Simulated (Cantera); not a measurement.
A Cantera script and what it prints.

```python
import numpy as np
import cantera as ct

gas_names = """
    H HO2 H2 H2O H2O2 Li LiH LiO LiOH Li2 Li2O Li2O2 Li2O2H2 O OH O2 O3
""".split()
cond_names = """
    H2O(s) H2O(L) Li(cr) Li(L) LiH(s) LiH(L) LiOH(s) LiOH(L) Li2O(s) Li2O(L)
""".split()


def load(file, names, dense=False):
    # The tables refer to 1 bar. Condensed volumes are neglected.
    table = {s.name: s for s in ct.Species.list_from_file(file)}
    out = []
    for n in names:
        d = dict(table[n].input_data)
        d["thermo"] = dict(d["thermo"], **{"reference-pressure": 1e5})
        if dense:
            d["equation-of-state"] = {"model": "constant-volume", "density": "1e6 g/cm^3"}
        out.append(ct.Species.from_dict(d))
    return out


gas = ct.Solution(thermo="ideal-gas", species=load("nasa_gas.yaml", gas_names))
cond = {s.name: ct.Solution(thermo="fixed-stoichiometry", species=[s], name=s.name)
        for s in load("nasa_condensed.yaml", cond_names, dense=True)}
atoms = {
    'LiOH': {'Li': 1, 'O': 1, 'H': 1},
    'O2': {'O': 2},
}
top_T = {}  # K; cautious upper limits of use, not melting points


def equilibrate(T, P, feed):
    n = {}
    for name, mol in feed.items():
        for a, k in atoms[name].items():
            n[a] = n.get(a, 0.0) + k * mol
    gas.TPX = T, P, n
    mass = sum(n.values()) * gas.mean_molecular_weight
    gas.equilibrate("TP")
    valid = [c for c in cond.values() if c.min_temp <= T <= top_T.get(c.name, c.max_temp)]
    mix = ct.Mixture([(gas, mass / gas.mean_molecular_weight)] + [(c, 0.0) for c in valid])
    mix.T, mix.P = T, P
    mix.equilibrate("TP", solver="vcs", rtol=1e-11, max_steps=5000)
    return mix


results = []
feed = {'LiOH': 1, 'O2': 0.077}  # mol
P = 10000  # Pa
for T in [1598, 1698, 1798, 1898, 1998, 2098, 2198]:
    mix = equilibrate(T, P, feed)
    results.append((T, P, feed, dict(zip(mix.species_names, mix.species_moles))))

top = {s: max(r[3][s] / sum(r[3][g] for g in gas_names) for r in results) for s in gas_names}
cols = sorted((s for s in top if top[s] > 1e-06), key=lambda s: -top[s])[:8]
seen = [c for c in cond_names if any(r[3].get(c, 0) > 1e-12 for r in results)]
print("log10 of partial pressures in bar; condensed amounts in mol")
print(f"{'T/K':>10s}" + "".join(f"{s[:9]:>10s}" for s in cols + seen))
for T, P, feed, n in results:
    ng = sum(n[g] for g in gas_names)
    print(f"{T:10.4g}" + "".join(f"{np.log10(max(n[s] / ng * P / 1e5, 1e-99)):10.3f}" for s in cols)
          + "".join(f"{n.get(c, 0):10.4g}" for c in seen))
```

Result:

```
log10 of partial pressures in bar; condensed amounts in mol
       T/K      LiOH       H2O        O2      Li2O        Li        OH       LiO         O   Li2O(s)   Li2O(L)
      1598    -1.719    -1.164    -1.919    -4.830    -5.890    -4.151    -6.044    -5.808     0.438         0
      1698    -1.441    -1.280    -1.963    -4.062    -5.028    -3.907    -5.352    -5.341    0.3703         0
      1798    -1.246    -1.482    -2.025    -3.387    -4.260    -3.744    -4.746    -4.935    0.2648         0
      1898    -1.144    -1.752    -2.083    -2.836    -3.600    -3.645    -4.232    -4.574         0    0.1502
      1998    -1.107    -2.065    -2.127    -2.384    -3.028    -3.588    -3.790    -4.245         0   0.04196
      2098    -1.114    -2.164    -2.135    -2.240    -2.653    -3.436    -3.514    -3.930         0         0
      2198    -1.132    -2.128    -2.121    -2.257    -2.390    -3.231    -3.332    -3.634         0         0
```

These are equilibrium values from Cantera (NASA tables, ideal gas, pure condensed phases), not measurements of a reactor.
